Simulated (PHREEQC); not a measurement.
Consider water at 25 °C with 110 mmol/kgw FeCl2. Closed to the air; pH follows from the charge balance.

Equilibrium calculation in PHREEQC: ion-association model, wateq4f.dat.

```json
[
 {"quantity": "pH", "before": "5.50", "after": "3.75"},
 {"quantity": "ionic strength (mol/kgw)", "before": "0.314", "after": "0.314"},
 {"quantity": "Cl- (mol/kgw)", "before": "0.212", "after": "0.212"},
 {"quantity": "Fe+2 (mol/kgw)", "before": "0.102", "after": "0.102"},
 {"quantity": "FeCl+ (mol/kgw)", "before": "0.00814", "after": "0.00813"},
 {"quantity": "FeOH+ (mol/kgw)", "before": "4.07e-6", "after": "7.28e-8"}
]
```

Task: Name the change that produced these shifts.
A) 0.0016 mol/kgw NaCl added
B) temperature from 25 to 85 °C
C) FeCl2 from 0.11 to 0.121 mol/kgw
D) 0.016 mol/kgw CO2 added
E) diluted 2-fold with water

Result: D, 0.016 mol/kgw CO2 added

No solid was allowed to form.
